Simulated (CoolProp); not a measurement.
A simple Rankine cycle with R21: condensing at 304.15 K, boiler at 0.996 MPa, turbine inlet 364.8 K, turbine efficiency 0.65, pump efficiency 0.7, no recuperator. Each further row changes one setting.

Values from CoolProp's reference Helmholtz-energy equation of state, Platzer 1990. This equation is an older, rougher fit; its heat capacities, sound speeds and derivatives of the liquid may be far off and weren't checked against measurements.

```csv
case,thermal efficiency (%),net work (kJ/kg),heat in (kJ/kg),turbine exit temperature (K),volume ratio over the turbine
as stated,8.8,22.2,253,310.5,4.26
turbine inlet 384.8 K,9.0,24.1,269,331.6,4.22
condensing temperature 296.15 K,[?],[?],262,302.5,5.48
boiler pressure 0.697 MPa,7.0,18.1,259,325.5,2.97
turbine efficiency 0.55,[?],18.7,253,315.9,[?]
```

### Question
What belongs in the gaps?

### Answer

- condensing temperature 296.15 K, thermal efficiency (%): 9.9
- condensing temperature 296.15 K, net work (kJ/kg): 26.0
- turbine efficiency 0.55, thermal efficiency (%): 7.4
- turbine efficiency 0.55, volume ratio over the turbine: 4.35
